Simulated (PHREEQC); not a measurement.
Solution (61 °C): 4.95 mmol/kgw NaHCO3, 0.495 mmol/kgw Na2B4O7 and 125 mmol/kgw KCl. Closed to the air; pH follows from the charge balance.

Equilibrium calculation in PHREEQC: Pitzer model, pitzer.dat.

```yaml
pH: 8.67
ionic_strength: 0.131 mol/kgw
specific_conductance: 30100 µS/cm
density: 0.989 g/cm³
osmotic_coefficient: 0.919
total_alkalinity: 5.94 meq/kg
```

| species | molality | activity | log γ |
|---|---|---|---|
| Cl- | 0.125 | 0.0922 | -0.132 |
| K+ | 0.125 | 0.0923 | -0.132 |
| Na+ | 0.00594 | 0.00445 | -0.126 |
| HCO3- | 0.00454 | 0.00340 | -0.125 |
| B(OH)3 | 0.00144 | 0.00142 | -0.006 |
| B(OH)4- | 0.000542 | 0.000382 | -0.152 |
| CO3-2 | 0.000398 | 0.000112 | -0.549 |
| OH- | 6.37e-5 | 4.76e-5 | -0.126 |
| CO2 | 1.38e-5 | 1.39e-5 | 0.005 |
| B3O3(OH)4- | 5.83e-8 | 4.00e-8 | -0.163 |

No solid was allowed to form. Species that the database lacks are ignored. At this temperature some constants are extrapolated from 25 °C, and those without enthalpy data are left unchanged.
